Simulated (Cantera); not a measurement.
A closed system holds: 1 mol c-C4F8, 0.29 mol Si, at 973 K and 100 Torr.

Method: chemical equilibrium by Gibbs-energy minimisation in Cantera with the NASA 1993 tables (ideal gas, pure condensed phases). Candidate condensed phases: C, Si, SiC; 23 gas species. The feed counts by its element totals alone. Gases not in the tables: C2F6 and larger saturated fluorocarbons. The numbers say what is thermodynamically allowed, not how fast it happens.

Base state: CF4 0.855, SiF4 0.145 (mole fractions); condensed: C(graphite).

Task: What changes in the equilibrium state with this change: Si from 0.29 to 0.014 mol?

Result: 
```
species           before    after
----------------  ------  -------
CF4                0.855    0.993
SiF4               0.145  0.00700
C(graphite), mol    2.29     2.01
```

Task: What changes in the equilibrium state with this change: Si from 0.29 to 0.17 mol?

Result: 
```csv
species,before,after
CF4,0.855,0.915
SiF4,0.145,0.0850
"C(graphite), mol",2.29,2.17
```
